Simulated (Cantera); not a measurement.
Mixture: 8.31 % CH₃OH, 20.1 % O₂, 68.4 % N₂, 3.16 % H₂O, at 5.00 bar, adiabatic and at constant volume. Ignition delay is the time to a rise of 400 K.

Computed with Cantera and GRI-Mech 3.0 (53 species, 325 reactions). GRI-Mech 3.0 was tuned for natural gas; its chemistry of methanol as a main component is partial and can be far from experiment.

Problem. Predict: delay at 1073 K; delay at 1148 K; delay at 1223 K; delay at 1298 K; delay at 1373 K; delay at 1448 K; delay at 1523 K; apparent activation energy between 1373 and 1523 K.

Solution. 
```json
{
  "delay at 1073 K": "27.2 ms",
  "delay at 1148 K": "6.15 ms",
  "delay at 1223 K": "1.68 ms",
  "delay at 1298 K": "0.540 ms",
  "delay at 1373 K": "0.201 ms",
  "delay at 1448 K": "85.1 µs",
  "delay at 1523 K": "40.2 µs",
  "apparent activation energy between 1373 and 1523 K": "190 kJ/mol"
}
```
